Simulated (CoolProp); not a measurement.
Saturation properties of nitrous oxide.

Computed with CoolProp (reference Helmholtz-energy equation of state, Lemmon 2006). It is a short technical equation, of lower accuracy than the large ones.

| T (°C) | p (MPa) | vapour density (kg/m³) |
|---|---|---|
| -26.95 | 1.452 | 37.57 |
| -19.65 | 1.816 | 47.23 |
| -12.45 | 2.236 | 58.81 |
| -5.25 | 2.722 | 72.90 |
| 2.05 | 3.289 | 90.51 |
| 9.25 | 3.930 | 112.3 |
| 16.45 | 4.658 | 140.6 |
| 23.75 | 5.497 | 180.2 |
| 30.95 | 6.439 | 243.8 |

It boils at -88.5 °C under 1 atm.
